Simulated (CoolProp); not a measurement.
Model: reference Helmholtz-energy equation of state, Thol 2018, in CoolProp.

Q: Give the vapour pressure (bar), liquid density (kg/m³), vapour density (kg/m³), enthalpy of vaporisation (kJ/kg) of saturated hydrogen chloride at 256.2, 259.9 K.

A: 
| T (K) | p (bar) | liquid density (kg/m³) | vapour density (kg/m³) | enthalpy of vaporisation (kJ/kg) |
|---|---|---|---|---|
| 256.2 | 16.2 | 991 | 34.0 | 348 |
| 259.9 | 18.0 | 978 | 37.9 | 340 |
